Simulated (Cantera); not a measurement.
Charge: 1 mol SiH2Cl2, 0.0073 mol Cl2, 5 mol N2, equilibrated at 1298 K and 1.00 bar.

Equilibrium computed with Cantera from the NASA thermochemical tables; the gas is ideal and each condensed phase is pure. Candidate condensed phases: NH4Cl, Si, Si3N4; 28 gas species. N2 is the only nitrogen source here; it is nearly inert below about 1500 K, so the nitride shown seldom forms there in practice. The tables' values for SiCl3 are old estimates; treat these amounts as uncertain. Kinetics and transport are ignored.

Base state: N2 0.715, HCl 0.180, H2 0.0690, SiCl4 0.0342, SiCl3 0.000738, SiHCl3 0.000590, SiCl2 9.52e-5 (mole fractions); condensed: Si3N4(s).

What changes in the equilibrium state with this change: pressure from 1.00 bar to 1.33 mbar?


```tsv
species	before	after
N2	0.715	0.702
HCl	0.180	0.212
H2	0.0690	0.0504
SiCl4	0.0342	0.0137
SiCl2	9.52e-5	0.0151
Cl	6.21e-7	2.34e-5
SiCl3	0.000738	0.00589
SiHCl3	0.000590	0.000147
Si3N4(s), mol	0.259	0.259
```
